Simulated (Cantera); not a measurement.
**Pb + H2 + N2 (iron carbonyl, mercury and lead vapours)**

Charge: 1 mol Pb, 0.55 mol H2, 0.19 mol N2, at 0.380 bar.

These are equilibrium values from Cantera (NASA tables, ideal gas, pure condensed phases), not measurements of a reactor. Candidate condensed phases: Pb; 11 gas species. Equilibrium is a limit: real reactors are often held back by kinetics, nucleation or transport.

| T (K) | x H2 | x N2 | x NH3 | x Pb | x H | x Pb2 | n Pb(s) | n Pb(l) |
|---|---|---|---|---|---|---|---|---|
| 573 | 0.737 | 0.255 | 0.00820 | 2.19e-12 | <1e-12 | <1e-12 | 1.00 | 0 |
| 623 | 0.741 | 0.256 | 0.00348 | 5.46e-11 | <1e-12 | <1e-12 | 0 | 1.00 |
| 673 | 0.742 | 0.256 | 0.00165 | 8.06e-10 | <1e-12 | <1e-12 | 0 | 1.00 |
| 723 | 0.743 | 0.257 | 0.000865 | 8.15e-9 | <1e-12 | <1e-12 | 0 | 1.00 |
| 773 | 0.743 | 0.257 | 0.000488 | 6.08e-8 | 1.27e-12 | <1e-12 | 0 | 1.00 |
| 823 | 0.743 | 0.257 | 0.000294 | 3.53e-7 | 1.03e-11 | <1e-12 | 0 | 1.00 |
| 873 | 0.743 | 0.257 | 0.000187 | 1.67e-6 | 6.54e-11 | <1e-12 | 0 | 1.000 |
| 923 | 0.743 | 0.257 | 0.000125 | 6.67e-6 | 3.42e-10 | 6.01e-12 | 0 | 1.000 |
| 973 | 0.743 | 0.257 | 8.63e-5 | 2.30e-5 | 1.51e-9 | 4.79e-11 | 0 | 1.000 |
| 1023 | 0.743 | 0.257 | 6.19e-5 | 7.02e-5 | 5.79e-9 | 3.09e-10 | 0 | 1.000 |
| 1073 | 0.743 | 0.257 | 4.57e-5 | 0.000192 | 1.96e-8 | 1.67e-9 | 0 | 1.000 |
| 1123 | 0.743 | 0.257 | 3.46e-5 | 0.000481 | 5.95e-8 | 7.72e-9 | 0 | 1.000 |
x: gas mole fraction; n: condensed amount in mol.

At 573 K the condensed part is Pb(s). From 623 K to 1123 K the condensed part is Pb(l).
